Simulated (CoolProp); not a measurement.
Properties of cyclopentane along the isotherm 550 K.

Values from CoolProp's reference Helmholtz-energy equation of state, Gedanitz 2015.

```
p (bar)          phase       Z  cp (kJ/(kg K))  isothermal compressibility (1/MPa)  expansivity (1/kK)  fugacity coefficient
-------  -------------  ------  --------------  ----------------------------------  ------------------  --------------------
10.4               gas  0.9346           2.419                               1.031                 [?]                0.9377
20.8               gas     [?]           2.504                              0.5627               2.940                0.8772
31.2               gas  0.7864           2.638                                 [?]               3.990                0.8183
41.7               gas  0.6975           2.882                              0.3708               5.881                0.7600
52.1     supercritical  0.5936           3.399                              0.3756               9.789                0.7029
62.5     supercritical  0.4746           4.494                              0.3977               17.51                0.6460
72.9     supercritical  0.3828           5.060                                 [?]               19.81                0.5912
83.3     supercritical  0.3578           4.252                              0.1269               12.37                0.5433
93.7     supercritical  0.3653           3.737                             0.06900               8.180                0.5039
104      supercritical  0.3828           3.476                             0.04544               6.165                0.4720
115      supercritical     [?]             [?]                             0.03281               4.964                0.4441
```

Question: What belongs in the gaps?

Answer: 
- 10.4, expansivity (1/kK): 2.275
- 20.8, Z: 0.8641
- 31.2, isothermal compressibility (1/MPa): 0.4209
- 72.9, isothermal compressibility (1/MPa): 0.2790
- 115, Z: 0.4058
- 115, cp (kJ/(kg K)): 3.314

The peak of cp marks the crossing from liquid-like to gas-like fluid above the critical point.
